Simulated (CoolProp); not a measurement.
The numbers come from the reference Helmholtz-energy equation of state, Gao 2022 in CoolProp.

Question: For n-perfluorohexane, give the phase and the Joule-Thomson coefficient (K/MPa), expansivity (1/kK) at 196.1 K and 622 kPa; 345.1 K and 9310 kPa; 432.3 K and 423 kPa.

Answer: 
- 196.1 K and 622 kPa: liquid; Joule-Thomson coefficient -0.408, expansivity 1.46
- 345.1 K and 9310 kPa: liquid; Joule-Thomson coefficient -0.237, expansivity 1.70
- 432.3 K and 423 kPa: gas; Joule-Thomson coefficient 10.4, expansivity 3.40
